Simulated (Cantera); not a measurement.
A perfectly stirred reactor is fed with CH4 : CO2 : H2 = 1 : 1.1 : 0.54 (molar parts), at 360 Torr; it is held at 1298 K, and followed from long to short residence time.

Computed with Cantera and GRI-Mech 3.0 (53 species, 325 reactions).

```
quantity                 before    after
----------------------  -------  -------
x(CH4) at τ = 15.0 s      0.347    0.318
x(CO2) at τ = 15.0 s      0.360    0.265
x(H2) at τ = 15.0 s       0.186    0.117
x(C2H2) at τ = 15.0 s   0.00882  0.00654
x(O2) at τ = 15.0 s      <1e-12   <1e-12
x(CH4) at τ = 0.120 s     0.379    0.378
x(CO2) at τ = 0.120 s     0.416    0.414
x(H2) at τ = 0.120 s      0.204    0.203
x(C2H2) at τ = 0.120 s  2.97e-6  2.73e-5
x(O2) at τ = 0.120 s     <1e-12   <1e-12
```

### Question
Which change was made?
A) H2 0.54 to 0.78 parts
B) H2 0.54 to 2 parts
C) temperature 1298 to 1850 K
D) pressure from 360 Torr to 5550 Torr

### Answer
D, pressure from 360 Torr to 5550 Torr
